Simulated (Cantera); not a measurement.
Input (Python, Cantera) and output of one run.

```python
import numpy as np
import cantera as ct

gas_names = """
    H HO2 H2 H2O H2O2 O OH O2 O3 Pb PbO Pb2
""".split()
cond_names = """
    H2O(s) H2O(L) Pb(cr) Pb(L) PbO(rd) PbO(yw) PbO(L) PbO2(s) Pb3O4(s)
""".split()


# ... load() reads the species with a 1 bar reference pressure and builds the phases ...
atoms = {
    'PbO': {'Pb': 1, 'O': 1},
    'O2': {'O': 2},
    'H2': {'H': 2},
}
top_T = {'Pb3O4(s)': 820}  # K; cautious upper limits of use, not melting points


# ... equilibrate(T, P, feed) seeds the gas with the atoms and calls Mixture.equilibrate('TP', solver="vcs", rtol=1e-11, max_steps=5000) ...
results = []
feed = {'PbO': 1, 'O2': 0.48, 'H2': 41}  # mol
T = 1348.15  # K
for P in [10, 36, 130, 460, 1700, 6000, 22000, 77000, 280000, 1000000]:
    mix = equilibrate(T, P, feed)
    results.append((T, P, feed, dict(zip(mix.species_names, mix.species_moles))))
    x = sorted(zip(gas.X, gas.species_names), reverse=True)
    print(f"T = {T:g} K  P = {P:g} Pa  gas = {mix.phase_moles(0):.4g} mol")
    print("   x: " + "  ".join(f"{s} {v:.3e}" for v, s in x if v > 0.001))
    print("   condensed (mol): " + ("  ".join(f"{mix.phase(i).name} {mix.phase_moles(i):.4g}"
          for i in range(1, mix.n_phases) if mix.phase_moles(i) > 1e-12) or "none"))
```

It prints:

```
T = 1348.15 K  P = 10 Pa  gas = 42 mol
   x: H2 9.293e-01  H2O 4.666e-02  Pb 2.381e-02
   condensed (mol): none
T = 1348.15 K  P = 36 Pa  gas = 42 mol
   x: H2 9.294e-01  H2O 4.666e-02  Pb 2.381e-02
   condensed (mol): none
T = 1348.15 K  P = 130 Pa  gas = 42 mol
   x: H2 9.295e-01  H2O 4.667e-02  Pb 2.381e-02
   condensed (mol): none
T = 1348.15 K  P = 460 Pa  gas = 42 mol
   x: H2 9.295e-01  H2O 4.667e-02  Pb 2.381e-02
   condensed (mol): none
T = 1348.15 K  P = 1700 Pa  gas = 42 mol
   x: H2 9.295e-01  H2O 4.667e-02  Pb 2.381e-02
   condensed (mol): none
T = 1348.15 K  P = 6000 Pa  gas = 42 mol
   x: H2 9.295e-01  H2O 4.667e-02  Pb 2.381e-02
   condensed (mol): none
T = 1348.15 K  P = 22000 Pa  gas = 41.91 mol
   x: H2 9.315e-01  H2O 4.676e-02  Pb 2.175e-02
   condensed (mol): Pb(L) 0.08811
T = 1348.15 K  P = 77000 Pa  gas = 41.26 mol
   x: H2 9.463e-01  H2O 4.751e-02  Pb 6.215e-03
   condensed (mol): Pb(L) 0.7435
T = 1348.15 K  P = 280000 Pa  gas = 41.07 mol
   x: H2 9.506e-01  H2O 4.772e-02  Pb 1.709e-03
   condensed (mol): Pb(L) 0.9298
T = 1348.15 K  P = 1e+06 Pa  gas = 41.02 mol
   x: H2 9.517e-01  H2O 4.778e-02
   condensed (mol): Pb(L) 0.9804
```

Equilibrium computed with Cantera from the NASA thermochemical tables; the gas is ideal and each condensed phase is pure.
